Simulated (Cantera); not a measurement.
Cantera run:

```python
import numpy as np
import cantera as ct

gas_names = """
    CL CL2 H HCL H2 N NH NH2 NH3 N2 N2H2 N2H4 Si SiCL SiCL2 SiCL3 SiCL4 SiH SiHCL3 SiH2 SiH2CL2 SiH3
    SiH3CL SiH4 SiN Si2 Si2N Si3
""".split()
cond_names = """
    NH4CL(a) NH4CL(b) Si(cr) Si(L) Si3N4(a)
""".split()


# ... load() reads the species with a 1 bar reference pressure and builds the phases ...
atoms = {
    'SiH2Cl2': {'Si': 1, 'H': 2, 'CL': 2},
    'Cl2': {'CL': 2},
    'N2': {'N': 2},
}
top_T = {'Si3N4(a)': 2400}  # K; cautious upper limits of use, not melting points


# ... equilibrate(T, P, feed) seeds the gas with the atoms and calls Mixture.equilibrate('TP', solver="vcs", rtol=1e-11, max_steps=5000) ...
results = []
T = 1048  # K
P = 3900  # Pa
for m in [7.4, 14, 21, 27, 34, 41, 47, 54, 60, 67, 74, 80, 87]:
    feed = {'SiH2Cl2': 1, 'Cl2': 0.0041, 'N2': m}  # mol
    mix = equilibrate(T, P, feed)
    results.append((T, P, feed, dict(zip(mix.species_names, mix.species_moles))))

top = {s: max(r[3][s] / sum(r[3][g] for g in gas_names) for r in results) for s in gas_names}
cols = sorted((s for s in top if top[s] > 1e-06), key=lambda s: -top[s])[:7]
seen = [c for c in cond_names if any(r[3].get(c, 0) > 1e-12 for r in results)]
print("log10 of partial pressures in bar; condensed amounts in mol")
print(f"{'n(N2)':>10s}" + "".join(f"{s[:9]:>10s}" for s in cols + seen))
for T, P, feed, n in results:
    ng = sum(n[g] for g in gas_names)
    print(f"{feed['N2']:10.4g}" + "".join(f"{np.log10(max(n[s] / ng * P / 1e5, 1e-99)):10.3f}" for s in cols)
          + "".join(f"{n.get(c, 0):10.4g}" for c in seen))
```

It prints:

```
log10 of partial pressures in bar; condensed amounts in mol
     n(N2)        N2       HCL        H2     SiCL4    SiHCL3     SiCL3     SiCL2  Si3N4(a)
       7.4    -1.511    -2.253    -2.769    -3.067    -5.573    -5.693    -7.056    0.2694
        14    -1.464    -2.469    -3.068    -3.365    -5.955    -5.924    -7.220    0.2767
        21    -1.447    -2.616    -3.268    -3.565    -6.207    -6.077    -7.326    0.2812
        27    -1.438    -2.710    -3.395    -3.691    -6.367    -6.173    -7.392    0.2838
        34    -1.432    -2.797    -3.513    -3.809    -6.515    -6.262    -7.453    0.2862
        41    -1.429    -2.869    -3.609    -3.905    -6.636    -6.335    -7.502    0.2881
        47    -1.426    -2.922    -3.680    -3.976    -6.725    -6.389    -7.539    0.2895
        54    -1.424    -2.976    -3.753    -4.049    -6.816    -6.444    -7.576    0.2908
        60    -1.422    -3.017    -3.808    -4.104    -6.886    -6.485    -7.604    0.2919
        67    -1.421    -3.060    -3.867    -4.162    -6.959    -6.529    -7.633    0.2929
        74    -1.420    -3.100    -3.919    -4.215    -7.024    -6.569    -7.660    0.2938
        80    -1.419    -3.131    -3.961    -4.256    -7.076    -6.600    -7.681    0.2945
        87    -1.418    -3.164    -4.005    -4.300    -7.132    -6.633    -7.703    0.2953
```

Cantera equilibrium calculation (NASA polynomials, part measured and part estimated; ideal gas, pure solids and liquids). N2 is the only nitrogen source here; it is nearly inert below about 1500 K, so the nitride shown seldom forms there in practice. The tables' values for SiCl3 are old estimates; treat these amounts as uncertain.
